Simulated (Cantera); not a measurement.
Feed: 1 mol Si2H6, 4.1 mol O2, equilibrated at 1100 K and 0.133 bar.

Method: chemical equilibrium by Gibbs-energy minimisation in Cantera with the NASA 1993 tables (ideal gas, pure condensed phases). Candidate condensed phases: H2O, Si, SiO2; 18 gas species. The feed counts by its element totals alone. Equilibrium is a limit: real reactors are often held back by kinetics, nucleation or transport.

Base state: H2O 0.833, O2 0.167 (mole fractions); condensed: SiO2(β-quartz).

What changes in the equilibrium state with this change: 0.088 mol CH4 added?


| species | before | after |
|---|---|---|
| H2O | 0.833 | 0.861 |
| O2 | 0.167 | 0.115 |
| CO2 | 0 | 0.0239 |
| SiO2(β-quartz), mol | 2.00 | 2.00 |
Further candidate phases: C, C6H6, C7H8, C8H18, SiC.
